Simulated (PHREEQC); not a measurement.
Consider water at 20 °C with 0.0096 mol/kgw Cu(NO3)2 and 0.0091 mol/kgw KCl. Closed to the air; pH follows from the charge balance.

Model: ion-association model, wateq4f.dat, run in PHREEQC.

No solid was allowed to form.

Task: Predict the pH.

Result: pH 4.83.

Task: In which forms is Cl present?

Result: Cl- 99 %, CuCl+ 1.0 % of the Cl.

The solution is supersaturated, for example in Atacamite, so a real one may precipitate; this is no full list.
